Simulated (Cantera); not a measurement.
# Ta2O5 + H2 (hydrogen reduction and annealing atmospheres)

Feed: 1 mol Ta2O5, 1100 mol H2, at 10.0 mbar.

Method: chemical equilibrium by Gibbs-energy minimisation in Cantera with the NASA 1993 tables (ideal gas, pure condensed phases). Candidate condensed phases: H2O, Ta, Ta2O5; 12 gas species. Mutual solubility and eutectic melting of coexisting phases are not modelled. Condensed phases not in the tables: N, O or C dissolved in the metal. Equilibrium is a limit: real reactors are often held back by kinetics, nucleation or transport.

```
T (K)  log p H2  log p H  log p H2O  log p TaO2  n Ta2O5(s)   n Ta(s)
-----  --------  -------  ---------  ----------  ----------  --------
898       -2.00   -10.96      -9.65        <-14       1.000         0
998       -2.00    -9.67      -8.73        <-14       1.000         0
1098      -2.00    -8.61      -7.98        <-14       1.000  0.000458
1198      -2.00    -7.72      -7.37        <-14       0.999   0.00189
1298      -2.00    -6.97      -6.85        <-14       0.997   0.00621
1398      -2.00    -6.32      -6.41      -12.59       0.991    0.0171
1498      -2.00    -5.76      -6.03      -11.11       0.980    0.0407
1598      -2.00    -5.27      -5.71       -9.82       0.957    0.0864
1698      -2.00    -4.84      -5.42       -8.69       0.916     0.167
1798      -2.00    -4.45      -5.17       -7.68       0.849     0.298
1898      -2.00    -4.11      -4.95       -6.79       0.742     0.495
```
log p: log10 of the partial pressure in bar; n: condensed amount in mol.

From 898 K to 998 K the condensed part is Ta2O5(s). From 1098 K to 1898 K the condensed part is Ta(s) + Ta2O5(s).
